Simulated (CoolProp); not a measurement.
A Linde-Hampson liquefier for nitrogen: isothermal reversible compression at 290 K from 1 atm to 5 MPa, throttling to 1 atm, return gas leaving the recuperator 10 K below the feed. Each further row changes one setting.

Computed with CoolProp (reference Helmholtz-energy equation of state, Span 2000).

```json
[
 {"case": "as stated", "liquid yield per pass": "0.002", "compression work (kJ/kg of gas)": "335"},
 {"case": "high pressure 10 MPa", "liquid yield per pass": "[?]", "compression work (kJ/kg of gas)": "[?]"},
 {"case": "warm-end temperature 320 K", "liquid yield per pass": "no liquid", "compression work (kJ/kg of gas)": "[?]"},
 {"case": "warm-end gap 15 K", "liquid yield per pass": "no liquid", "compression work (kJ/kg of gas)": "335"}
]
```

Some entries are withheld; supply them.


- high pressure 10 MPa, liquid yield per pass: 0.025
- high pressure 10 MPa, compression work (kJ/kg of gas): 394
- warm-end temperature 320 K, compression work (kJ/kg of gas): 370
